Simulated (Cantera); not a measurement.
Input (Python, Cantera) and output of one run.

```python
import numpy as np
import cantera as ct

gas_names = """
    F F2 N NF NF2 NF3 N2 Si SiF SiF2 SiF3 SiF4 SiN Si2 Si2N Si3
""".split()
cond_names = """
    Si(cr) Si(L) Si3N4(a)
""".split()


# ... load() reads the species with a 1 bar reference pressure and builds the phases ...
atoms = {
    'SiF4': {'Si': 1, 'F': 4},
    'N2': {'N': 2},
}
top_T = {'Si3N4(a)': 2400}  # K; cautious upper limits of use, not melting points


# ... equilibrate(T, P, feed) seeds the gas with the atoms and calls Mixture.equilibrate('TP', solver="vcs", rtol=1e-11, max_steps=5000) ...
results = []
feed = {'SiF4': 1, 'N2': 82}  # mol
T = 1575  # K
P = 47  # Pa
mix = equilibrate(T, P, feed)
results.append((T, P, feed, dict(zip(mix.species_names, mix.species_moles))))
print(gas.report(threshold=0.0001))
for i in range(1, mix.n_phases):
    print(f"{mix.phase(i).name:16s} {mix.phase_moles(i):12.5e} mol")
```

It prints:

```
       temperature   1575 K
          pressure   47 Pa
           density   0.00010383 kg/m^3
  mean mol. weight   28.93 kg/kmol
   phase of matter   gas

                          1 kg             1 kmol
                     ---------------   ---------------
          enthalpy         7.794e+05        2.2548e+07  J
   internal energy        3.2675e+05        9.4528e+06  J
           entropy             10721        3.1017e+05  J/K
    Gibbs function       -1.6107e+07       -4.6597e+08  J
 heat capacity c_p            1239.2             35849  J/K
 heat capacity c_v            951.77             27535  J/K

                      mass frac. Y      mole frac. X     chem. pot. / RT
                     ---------------   ---------------   ---------------
                N2           0.95666           0.98795           -33.838
              SiF4          0.043321          0.012042            -178.7
     [  +14 minor]        2.3026e-05        1.2802e-05

Si(cr)            0.00000e+00 mol
Si3N4(a)          0.00000e+00 mol
```

These are equilibrium values from Cantera (NASA tables, ideal gas, pure condensed phases), not measurements of a reactor.
